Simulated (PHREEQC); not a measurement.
Solution (25 °C): 1.3 mmol/kgw HF and 0.29 mmol/kgw H2SiF6. Closed to the air; pH follows from the charge balance.

Model: ion-association model, wateq4f.dat, run in PHREEQC.

```yaml
pH: 2.96
ionic_strength: 0.00127 mol/kgw
total_alkalinity: -3.04 meq/kg
```

```csv
species,molality,activity,log γ
HF,0.00136,0.00136,0.000
H+,0.00113,0.00109,-0.016
F-,0.000866,0.000832,-0.017
H4SiO4,0.000158,0.000158,0.000
SiF6-2,0.000132,0.000113,-0.069
H2F2,4.84e-6,4.84e-6,0.000
HF2-,4.53e-6,4.35e-6,-0.017
```

Precipitation was switched off in this run. Examples of supersaturated solids here: Quartz (slow to form). Others may be too. SiF6-2 is the database's only silicon fluoride.
